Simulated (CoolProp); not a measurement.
Dimethyl carbonate along the isotherm 600 K: density (kg/m³) from the reference equation and from simpler models built on Tc = 557.0 K, pc = 4.909 MPa, ω = 0.346; each cubic takes its own stable root.

The numbers come from the reference Helmholtz-energy equation of state, Zhou 2011 in CoolProp.

| p (MPa) | phase | reference |
|---|---|---|
| 0.205 | gas | 3.744 |
| 0.409 | gas | 7.557 |
| 0.614 | gas | 11.48 |
| 0.818 | gas | 15.48 |
| 1.02 | gas | 19.55 |
| 1.23 | gas | 23.88 |
| 1.43 | gas | 28.13 |
| 1.64 | gas | 32.71 |
| 1.84 | gas | 37.21 |
| 2.05 | gas | 42.07 |
| 2.25 | gas | 46.85 |
| 2.45 | gas | 51.79 |

Problem. How far does each simpler model (ideal gas, van der Waals, Redlich-Kwong, Soave-Redlich-Kwong, Peng-Robinson) lie from the reference over these 12 states: mean and median of the absolute difference, and the worst?

Solution. 
- ideal gas: mean 7.7 %, median 7.6 %, worst -14.6 % at 600 K and 2.45 MPa
- van der Waals: mean 0.5 %, median 0.5 %, worst -0.8 % at 600 K and 2.45 MPa
- Redlich-Kwong: mean 0.2 %, median 0.2 %, worst +0.4 % at 600 K and 2.45 MPa
- Soave-Redlich-Kwong: mean 0.3 %, median 0.3 %, worst -0.7 % at 600 K and 2.45 MPa
- Peng-Robinson: mean 0.7 %, median 0.7 %, worst +1.3 % at 600 K and 2.45 MPa
